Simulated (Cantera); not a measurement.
Equilibrium for carbon deposition, reforming and gasification: C3H6 + H2 + N2 + NH3

A closed system holds: 1 mol C3H6, 42 mol H2, 0.48 mol N2, 0.14 mol NH3, at 2050 K and 0.000140 bar.

Cantera equilibrium calculation (NASA polynomials, part measured and part estimated; ideal gas, pure solids and liquids). Candidate condensed phases: C, C6H6, C7H8, C8H18; 92 gas species. Rates play no part.

```
Property                 Value
-------------------  ---------
x(H2)                    0.814
x(H)                     0.173
x(N2)                   0.0101
x(HCN)                 0.00162
x(C2H2 (acetylene))   0.000865
x(HNC)                0.000101
x(CN)                  9.07e-6
x(C2H)                 4.06e-6
n(C(graphite))        2.83 mol
gas amount           50.09 mol
```
